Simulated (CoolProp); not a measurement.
Vapour-liquid equilibrium of benzene (1) + n-heptane (2) at 328.1 K; x and y are mole fractions of (1).

Values from CoolProp's multi-fluid Helmholtz-energy mixture model, Thol 2012 and Span 2003; pair parameters Bell 2016.

Task: Give the bubble pressure and the first vapour's composition at x = 0.65, 0.8, 0.95. Is there an azeotrope?

Result: x = 0.65: 0.4019 bar, y = 0.760; x = 0.8: 0.4210 bar, y = 0.850; x = 0.95: 0.4335 bar, y = 0.956. No azeotrope shows between x = 0.05 and 0.95.

Pair parameters are fitted to limited data, so mixtures are less certain than the pure fluids.
